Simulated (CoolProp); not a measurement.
A single-stage vapour-compression cycle with the fluid: evaporating at 259.15 K (dew point), condensing at 297.15 K (bubble point), superheat 5 K, subcooling 5 K, compressor efficiency 0.65, no pressure losses. The same conditions are run with several fluids, on thermodynamics alone (safety and materials aside).

The numbers come from the reference Helmholtz-energy equation of state of each fluid (R124: de Vries 1995; nitrous oxide: Lemmon 2006; n-perfluoropentane: Gao 2022; R1336mzz(E): Akasaka 2023; propylene: Lemmon 2013; n-perfluorobutane: Gao 2022) in CoolProp.

Question: Rank R124, nitrous oxide, n-perfluoropentane, R1336mzz(E), propylene, n-perfluorobutane by cooling COP, highest first.

Answer: R124 (3.92), R1336mzz(E) (3.87), propylene (3.82), n-perfluoropentane (3.67), n-perfluorobutane (3.54), nitrous oxide (3.10)

```tsv
fluid	pressure ratio	discharge temperature (K)	refrigerating effect (kJ/kg)	volumetric capacity (kJ/m³)
R124	3.99	316.8	134	806
nitrous oxide	2.58	349.8	197	10600
n-perfluoropentane	5.59	297.1	72.9	144
R1336mzz(E)	4.91	308.7	128	372
propylene	3.00	328.1	324	2540
n-perfluorobutane	4.25	297.2	68.8	469
```

The compression ends wet for: n-perfluoropentane; n-perfluorobutane.
